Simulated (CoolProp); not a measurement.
Vapour-liquid equilibrium of trans-2-butene (1) + acetone (2) at 6.29 bar; x and y are mole fractions of (1).

Computed with CoolProp (multi-fluid Helmholtz-energy mixture model, Lemmon 2005 and Lemmon 2006; pair parameters Bell 2016).

**Question.** Give the bubble temperature and the first vapour's composition at x = 0.05, 0.45, 0.55. Is there an azeotrope?

**Answer.** x = 0.05: 111.3 °C, y = 0.227; x = 0.45: 72.5 °C, y = 0.793; x = 0.55: 69.3 °C, y = 0.828. No azeotrope shows between x = 0.05 and 0.95.

Pair parameters are fitted to limited data, so mixtures are less certain than the pure fluids.
